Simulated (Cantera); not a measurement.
Charge: 1 mol Al, 9.8 mol CO2, 31 mol H2, at 327 °C and 1.10 mbar.

Method: chemical equilibrium by Gibbs-energy minimisation in Cantera with the NASA 1993 tables (ideal gas, pure condensed phases). Candidate condensed phases: Al, Al2O3, C, C6H6, C7H8, C8H18, H2O; 121 gas species. The numbers say what is thermodynamically allowed, not how fast it happens.

Base state: H2 0.598, H2O 0.204, CO2 0.146, CH4 0.0371, CO 0.0152 (mole fractions); condensed: Al2O3(s) + C(graphite).

Problem. What changes in the equilibrium state with this change: CO2 from 9.8 to 3.1 mol?

Solution. 
```csv
species,before,after
H2,0.598,0.799
H2O,0.204,0.107
CH4,0.0371,0.0662
CO2,0.146,0.0224
CO,0.0152,0.00595
"Al2O3(s), mol",0.500,0.500
"C(graphite), mol",2.77,0.274
```

Problem. What changes in the equilibrium state with this change: temperature from 327 °C to 700 °C?

Solution. 
```
species           before    after
----------------  ------  -------
H2                 0.598    0.620
CO                0.0152    0.176
H2O                0.204    0.140
CO2                0.146   0.0639
CH4               0.0371  2.90e-8
Al2O3(s), mol      0.500    0.500
C(graphite), mol    2.77        0
```
